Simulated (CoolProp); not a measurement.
Vapour-liquid equilibrium of R125 (1) + R236FA (2) at 103 kPa; x and y are mole fractions of (1).

Model: multi-fluid Helmholtz-energy mixture model, Lemmon 2005 and Pan 2012; pair parameters Bell 2016, in CoolProp.

Task: Give the bubble temperature and the first vapour's composition at x = 0.45, 0.75, 0.85. Is there an azeotrope?

Result: x = 0.45: -32.7 °C, y = 0.872; x = 0.75: -42.2 °C, y = 0.966; x = 0.85: -44.6 °C, y = 0.982. No azeotrope shows between x = 0.05 and 0.95.

Pair parameters are fitted to limited data, so mixtures are less certain than the pure fluids.
